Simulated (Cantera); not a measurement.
Feed: 1 mol FeS2, 0.11 mol SO3, 1.7 mol N2, at 1600 °C and 13300 Pa.

Equilibrium computed with Cantera from the NASA thermochemical tables; the gas is ideal and each condensed phase is pure. Candidate condensed phases: Fe, FeO, FeS, FeSO4, FeS2, Fe2O3, Fe2(SO4)3, Fe3O4, S; 19 gas species. FeS: taken at fixed stoichiometry. Rates play no part.

Base state: N2 0.724, S2 0.195, SO2 0.0611, SO 0.0162, S2O 0.00205, S 0.00158, Fe 0.000110 (mole fractions); condensed: FeS(l).

### Question
What changes in the equilibrium state with this change: SO3 from 0.11 to 1.9 mol?

### Answer
| species | before | after |
|---|---|---|
| SO2 | 0.0611 | 0.459 |
| N2 | 0.724 | 0.349 |
| S2 | 0.195 | 0.145 |
| SO | 0.0162 | 0.0412 |
| Fe | 0.000110 | 5.84e-5 |
| S2O | 0.00205 | 0.00450 |
| NO | 4.97e-6 | 1.02e-5 |
| S | 0.00158 | 0.00137 |
| FeS(l), mol | 1.000 | 0 |
| FeO(l), mol | 0 | 1.000 |
The tables' stoichiometric FeO is somewhat more stable than real wüstite, so its field is too wide. FeO: taken at fixed stoichiometry.
